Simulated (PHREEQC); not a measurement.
A solution holds 0.0073 mol/kgw NaH2PO4, 0.087 mol/kgw H2SO4 and 0.00025 mol/kgw H4SiO4, at 25 °C. It is in equilibrium with CO2 at log p = -3.4 (atm). Otherwise closed; pH follows from the charge balance.

Equilibrium calculation in PHREEQC: ion-association model, phreeqc.dat.

This is a speciation only: nothing precipitates in the calculation.

Problem. Order these S species by the share of S that they hold, largest first: HSO4-, SO4-2, NaSO4-.

Solution. HSO4- (78 %), SO4-2 (22 %), NaSO4- (0.27 %)

The pH is 1.09 and the ionic strength 0.126 mol/kgw. Saturation is exceeded, for instance for Quartz (slow to form); the values hold only as long as no solid forms.
